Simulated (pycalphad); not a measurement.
CALPHAD calculation (pycalphad, COST 507 light-alloy database (1999)), 1 atm. The data set is of 1999 and partly superseded. Phase fractions are per mole of atoms. Kinetics are ignored, which matters at the lower temperatures.

Question: Give the equilibrium state of Al-0.46Si-0.64Mg (at.%) at 177 °C.

Answer: 
```
T = 450.00 K, P = 101325 Pa, N = 1 mol of atoms
G = -13760 J/mol, H = 3650 J/mol, S = 38.69 J/(mol K)  (SER reference)
chemical potentials (J/mol): Al -13571, Si -9169, Mg -46263
phase             fraction      x(Al)      x(Si)      x(Mg)
FCC_A1              0.9891     0.9999   3.66e-05   3.55e-05
MG2SI               0.0095       none     0.3333     0.6667
DIAMOND_A4          0.0014   5.92e-13     1.0000       none
```

Question: Give the equilibrium state of Al-0.46Si-0.64Mg (at.%) at 427 °C.

Answer: FCC_A1, fraction 0.994, with 0.26 Si, 0.25 Mg at.%; MG2SI, fraction 0.006, with 33.3 Si, 66.7 Mg at.%.

Database names, with the compositions (at.%) that they take in these runs: MG2SI: Mg 67 Si 33. FCC_A1 is fcc; DIAMOND_A4 is diamond (Si). An entry "none" or "no" means that the model of the phase leaves that element out.
